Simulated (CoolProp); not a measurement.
Computed with CoolProp (reference Helmholtz-energy equation of state, de Reuck 1993).

### Question
Give the vapour pressure (bar), liquid density (kg/m³), liquid cp (kJ/(kg K)), vapour Z of saturated methanol at 134.15, 139.95, 180.45 °C.

### Answer
```
T (°C)  p (bar)  liquid density (kg/m³)  liquid cp (kJ/(kg K))  vapour Z
------  -------  ----------------------  ---------------------  --------
134.15     9.39                     669                   3.59     0.836
139.95     10.9                     661                   3.68     0.822
180.45     27.4                     593                   4.51     0.695
```
